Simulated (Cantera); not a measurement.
What does this Cantera script print?

```python
import numpy as np
import cantera as ct

gas_names = """
    B BH BH2 BH3 BN BO BO2 B2 B2O B2O2 B2O3 B3O3H3 H HBO HBO2 HNO HNO2 HNO3 HO2 H2 H2O H2O2 H3B3O6 N NH
    NH2 NH3 NH2OH NO NO2 NO3 N2 N2H2 N2H4 N2O O OH O2 O3
""".split()
cond_names = """
    B(b) B(L) BN(s) B2O3(L) B3O3H3(cr) H2O(s) H2O(L)
""".split()


# ... load() reads the species with a 1 bar reference pressure and builds the phases ...
atoms = {
    'borazine': {'B': 3, 'N': 3, 'H': 6},
    'O2': {'O': 2},
    'H2': {'H': 2},
}
top_T = {'BN(s)': 3200}  # K; cautious upper limits of use, not melting points


# ... equilibrate(T, P, feed) seeds the gas with the atoms and calls Mixture.equilibrate('TP', solver="vcs", rtol=1e-11, max_steps=5000) ...
results = []
feed = {'borazine': 1, 'O2': 4.7, 'H2': 1.1}  # mol
T = 1223.15  # K
P = 50000  # Pa
mix = equilibrate(T, P, feed)
results.append((T, P, feed, dict(zip(mix.species_names, mix.species_moles))))
print(gas.report(threshold=1e-06))
for i in range(1, mix.n_phases):
    print(f"{mix.phase(i).name:16s} {mix.phase_moles(i):12.5e} mol")
```

Output:

```
       temperature   1223.2 K
          pressure   50000 Pa
           density   0.108 kg/m^3
  mean mol. weight   21.966 kg/kmol
   phase of matter   gas

                          1 kg             1 kmol
                     ---------------   ---------------
          enthalpy       -6.3676e+06       -1.3987e+08  J
   internal energy       -6.8306e+06       -1.5004e+08  J
           entropy             11596        2.5473e+05  J/K
    Gibbs function       -2.0552e+07       -4.5144e+08  J
 heat capacity c_p            1908.9             41931  J/K
 heat capacity c_v            1530.4             33616  J/K

                      mass frac. Y      mole frac. X     chem. pot. / RT
                     ---------------   ---------------   ---------------
              HBO2         0.0026673         0.0013372             -95.4
               H2O           0.55547            0.6773           -50.393
            H3B3O6          0.025312         0.0042299            -286.2
                NO        0.00010095        7.3902e-05           -29.015
                N2           0.31924           0.25032           -27.486
                OH        7.3318e-06        9.4697e-06           -32.832
                O2          0.097195          0.066723           -30.545
     [  +32 minor]        1.1797e-06        6.3254e-07

B(b)              0.00000e+00 mol
BN(s)             0.00000e+00 mol
B2O3(L)           1.45798e+00 mol
B3O3H3(cr)        0.00000e+00 mol
```

These are equilibrium values from Cantera (NASA tables, ideal gas, pure condensed phases), not measurements of a reactor. The feed counts by its element totals alone. Gases not in the tables: H3BO3.
